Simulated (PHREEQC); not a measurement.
0.23 g of hydrous ferric oxide (600 m²/g; 0.2 weak and 0.005 strong sites per Fe, Dzombak-Morel constants, diffuse double layer) in 1 kg of water with 0.005 mol/kgw of an inert sodium salt and 3e-05 mol/kgw Na2HAsO4 and 9.8e-06 mol/kgw NaH2PO4, at 25 °C; the pH is set by adding NaOH or the inert anion's acid. Oxygen alone is held at its pressure in air (log pO2 = -0.68). CO2 from the air is kept out. No solid was allowed to form.

Base run: PHREEQC, ion-association model, wateq4f.dat. Each further column changes one thing. The table gives As sorbed (%).

| pH | base | no electrostatic term (-no_edl) | background salt from 0.005 to 0.0005 mol/kgw | oxide from 0.23 to 1.2 g/kgw | 9e-05 mol/kgw H3BO3 added |
|---|---|---|---|---|---|
| 3 | 100.0 | 98.3 | 100.0 | 100.0 | 100.0 |
| 4.33 | 100.0 | 98.6 | 100.0 | 100.0 | 100.0 |
| 5.67 | 100.0 | 99.0 | 100.0 | 100.0 | 100.0 |
| 7 | 100.0 | 99.7 | 100.0 | 100.0 | 100.0 |
| 8.33 | 99.2 | 100.0 | 99.3 | 100.0 | 99.2 |
| 9.67 | 61.4 | 100.0 | 55.6 | 94.9 | 61.5 |
| 11 | 4.9 | 100.0 | 2.4 | 21.7 | 4.9 |

H3PO4, which wateq4f.dat lacks, is added to it with the constant of phreeqc.dat. The oxide is taken as insoluble; below pH 4 it would dissolve.
